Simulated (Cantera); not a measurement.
**Thermodynamics of carbothermic reduction, feed CuO + CH4 + H2**

Charge: 1 mol CuO, 3.7 mol CH4, 2.3 mol H2, held at 10.0 mbar.

Method: chemical equilibrium by Gibbs-energy minimisation in Cantera with the NASA 1993 tables (ideal gas, pure condensed phases). Candidate condensed phases: C, C6H6, C7H8, C8H18, Cu, CuO, Cu(OH)2, Cu2O, H2O; 113 gas species. Kinetics and transport are ignored.

| T (K) | x H2 | x CO | x Cu | x H | x CH4 | x H2O | n C(graphite) | n Cu(s) | n Cu(l) |
|---|---|---|---|---|---|---|---|---|---|
| 973 | 0.905 | 0.0929 | 5.13e-10 | 1.03e-8 | 0.00105 | 0.000523 | 2.70 | 1.00 | 0 |
| 1123 | 0.906 | 0.0934 | 1.25e-7 | 4.05e-7 | 0.000241 | 5.59e-5 | 2.70 | 1.000 | 0 |
| 1273 | 0.906 | 0.0935 | 8.24e-6 | 6.79e-6 | 7.72e-5 | 1.01e-5 | 2.70 | 1.000 | 0 |
| 1423 | 0.906 | 0.0934 | 0.000209 | 6.32e-5 | 3.13e-5 | 2.61e-6 | 2.70 | 0 | 0.998 |
| 1573 | 0.904 | 0.0932 | 0.00265 | 0.000387 | 1.50e-5 | 8.76e-7 | 2.70 | 0 | 0.972 |
| 1723 | 0.885 | 0.0914 | 0.0213 | 0.00172 | 7.89e-6 | 3.44e-7 | 2.70 | 0 | 0.766 |
| 1873 | 0.824 | 0.0852 | 0.0849 | 0.00586 | 4.13e-6 | 1.41e-7 | 2.69 | 0 | 0 |
x: gas mole fraction; n: condensed amount in mol.

From 973 K to 1273 K the condensed part is C(graphite) + Cu(s). From 1423 K to 1723 K the condensed part is C(graphite) + Cu(l). At 1873 K the condensed part is C(graphite).
